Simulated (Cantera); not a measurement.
A Cantera script and what it prints.

```python
import numpy as np
import cantera as ct

gas_names = """
    N2 P2 NO2 P4O10 N NO P4
""".split()
cond_names = """
    P4O10(s)
""".split()


# ... load() reads the species with a 1 bar reference pressure and builds the phases ...
species = {s.name: s for s in load("nasa_gas.yaml", gas_names) + load("nasa_condensed.yaml", cond_names)}
# Each term lists the table entries of one substance; the one whose range holds T is used.
reactions = {
    '2 P4O10 + 5 N2(g) = 4 P2(g) + 10 NO2(g)':
        [(-2, ['P4O10(s)']), (-5, ['N2']), (4, ['P2']), (10, ['NO2'])],
    'P4O10(g) + 10 N(g) = 10 NO(g) + P4(g)':
        [(-1, ['P4O10']), (-10, ['N']), (10, ['NO']), (1, ['P4'])],
}


def pick(names, T):
    return next(species[n] for n in names if species[n].thermo.min_temp <= T <= species[n].thermo.max_temp)


results = []
for label, terms in reactions.items():
    print(label)
    print("     T/K   dH/kJ  dS/(J/K)   dG/kJ   log10 K")
    for T in [350, 400, 450, 500, 550, 600, 650]:
        used = [(nu, pick(names, T)) for nu, names in terms]
        dH = sum(nu * s.thermo.h(T) for nu, s in used) / 1e6
        dS = sum(nu * s.thermo.s(T) for nu, s in used) / 1e3
        dG = dH - T * dS / 1e3
        logK = -dG * 1e6 / (ct.gas_constant * T * np.log(10))
        results.append((label, T, dH, dS, dG, logK, [s.name for _, s in used]))
        print(f"{T:8g} {dH:8.1f} {dS:8.1f} {dG:8.1f} {logK:8.2f}")
```

It prints:

```
2 P4O10 + 5 N2(g) = 4 P2(g) + 10 NO2(g)
     T/K   dH/kJ  dS/(J/K)   dG/kJ   log10 K
     350   6932.1   1845.0   6286.4  -938.17
     400   6926.4   1829.8   6194.5  -808.90
     450   6919.5   1813.5   6103.4  -708.45
     500   6911.3   1796.4   6013.1  -628.18
     550   6902.1   1778.8   5923.8  -562.58
     600   6891.9   1761.0   5835.3  -508.00
     650   6880.5   1742.8   5747.7  -461.88
P4O10(g) + 10 N(g) = 10 NO(g) + P4(g)
     T/K   dH/kJ  dS/(J/K)   dG/kJ   log10 K
     350   -853.1    444.1  -1008.6   150.52
     400   -855.9    436.6  -1030.6   134.58
     450   -859.3    428.6  -1052.2   122.13
     500   -863.2    420.5  -1073.4   112.14
     550   -867.3    412.6  -1094.3   103.92
     600   -871.7    405.0  -1114.7    97.04
     650   -876.2    397.8  -1134.8    91.19
```

Source: NASA polynomial tables (part measured, part estimated), evaluated in Cantera. Condensed species are held in their standard states even where they would react or evaporate.
